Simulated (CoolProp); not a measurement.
Nitrogen at 298.15 K and 0.219 MPa flows at 1.7 m/s in a round tube of 50 mm bore and 1.5 µm roughness, fully developed (64/Re and Nu = 3.66 if laminar; Colebrook and Gnielinski if turbulent). Each further row changes one setting.

Computed with CoolProp (reference Helmholtz-energy equation of state, Span 2000).

| case | Reynolds number | Darcy friction factor | pressure drop (Pa/m) | heat-transfer coefficient (W/(m² K)) | mass flow (kg/h) |
|---|---|---|---|---|---|
| as stated | 11800 | 0.0296 | 2.12 | 17.6 | 29.8 |
| velocity 3.4 m/s | 23600 | 0.0249 | 7.14 | 30.5 | 59.5 |
| diameter 100 mm | 23600 | 0.0249 | 0.891 | 15.2 | 119 |

Viscosity comes from a separate model (Lemmon 2004). Thermal conductivity comes from a separate model (Lemmon 2004).
